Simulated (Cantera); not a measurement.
Input: 1 mol Nb2O5, 1.1 mol H2, 0.16 mol H2O, at 1150 °C and 0.260 bar.

Equilibrium computed with Cantera from the NASA thermochemical tables; the gas is ideal and each condensed phase is pure. Candidate condensed phases: H2O, Nb, NbO, NbO2, Nb2O5; 12 gas species. Condensed phases not in the tables: the oxides between NbO2 and Nb2O5. Rates play no part.

Base state: H2 0.873, H2O 0.127, H 1.22e-5 (mole fractions); condensed: Nb2O5(s).

### Question
What changes in the equilibrium state with this change: Nb2O5 replaced by Al2O3?

### Answer
| species | before | after |
|---|---|---|
| H2 | 0.873 | 0.873 |
| H2O | 0.127 | 0.127 |
| H | 1.22e-5 | 1.22e-5 |
| Nb2O5(s), mol | 1.00 | 0 |
| Al2O3(s), mol | 0 | 1.00 |
Gases not in the tables: Al(OH)3. Further candidate phases: Al, Al2O3.
